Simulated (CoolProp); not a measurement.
A Linde-Hampson liquefier for nitrogen: isothermal reversible compression at 280 K from 1 atm to 5 MPa, throttling to 1 atm, return gas leaving the recuperator 5 K below the feed. Each further row changes one setting.

Computed with CoolProp (reference Helmholtz-energy equation of state, Span 2000).

```json
[
 {"case": "as stated", "liquid yield per pass": "0.017", "compression work (kJ/kg of gas)": "323"},
 {"case": "high pressure 10 MPa", "liquid yield per pass": "0.043", "compression work (kJ/kg of gas)": "380"},
 {"case": "warm-end temperature 310 K", "liquid yield per pass": "0.010", "compression work (kJ/kg of gas)": "358"},
 {"case": "warm-end gap 10 K", "liquid yield per pass": "0.004", "compression work (kJ/kg of gas)": "323"}
]
```
